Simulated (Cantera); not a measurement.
A closed system holds: 1 mol CuF2, 46 mol H2, 7.3 mol N2, at 1323 K and 0.860 Pa.

Cantera equilibrium calculation (NASA polynomials, part measured and part estimated; ideal gas, pure solids and liquids). Candidate condensed phases: Cu, CuF2; 25 gas species. Kinetics and transport are ignored.

Base state: H2 0.813, N2 0.132, HF 0.0362, Cu 0.0181, H 0.000488 (mole fractions); condensed: gas only.

### Question
What changes in the equilibrium state with this change: temperature from 1323 K to 1123.15 K?

### Answer
```tsv
species	before	after
H2	0.813	0.829
N2	0.132	0.134
HF	0.0362	0.0368
Cu	0.0181	0.000146
H	0.000488	1.33e-5
Cu(s), mol	0	0.992
```
